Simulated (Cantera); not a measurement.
A perfectly stirred reactor is fed with 45.5 % C2H6, 54.5 % H2, at 0.00839 atm; it is held at 1000 K, and followed from long to short residence time.

Computed with Cantera and GRI-Mech 3.0 (53 species, 325 reactions). GRI-Mech 3.0 stops at C3 and has no aromatics, soot or wall deposition, so with more carbon than oxygen in the feed, carbon stays in small species such as C2H2 where larger ones or solid carbon would form. Radical loss at walls, strong at low pressure, is not modelled.

Q: Predict: x(C2H6) at τ = 1.10 s; x(H2) at τ = 1.10 s; x(C2H2) at τ = 1.10 s; x(CH4) at τ = 1.10 s; x(CH3) at τ = 1.10 s; x(C2H6) at τ = 95.0 ms; x(H2) at τ = 95.0 ms; x(C2H2) at τ = 95.0 ms; x(CH4) at τ = 95.0 ms; x(CH3) at τ = 95.0 ms.

A: 
| Item | Result |
|---|---|
| x(C2H6) at τ = 1.10 s | 0.415 |
| x(H2) at τ = 1.10 s | 0.556 |
| x(C2H2) at τ = 1.10 s | 1.78e-5 |
| x(CH4) at τ = 1.10 s | 0.00236 |
| x(CH3) at τ = 1.10 s | 2.41e-6 |
| x(C2H6) at τ = 95.0 ms | 0.453 |
| x(H2) at τ = 95.0 ms | 0.546 |
| x(C2H2) at τ = 95.0 ms | 1.19e-8 |
| x(CH4) at τ = 95.0 ms | 3.48e-5 |
| x(CH3) at τ = 95.0 ms | 4.05e-7 |
